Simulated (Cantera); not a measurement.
A closed system holds: 1 mol Si, 3.9 mol H₂, held at 15.0 bar.

These are equilibrium values from Cantera (NASA tables, ideal gas, pure condensed phases), not measurements of a reactor. Candidate condensed phases: Si; 9 gas species. Gases not in the tables: Si₂H₆ and higher silanes. Equilibrium is a limit: real reactors are often held back by kinetics, nucleation or transport.

Question: At 1648 K, list the 3 most abundant gas species with their mole fractions, and the condensed phases.

Answer: H₂ 1.000, H 2.30e-5, SiH₄ 1.82e-5. Condensed: Si(s).
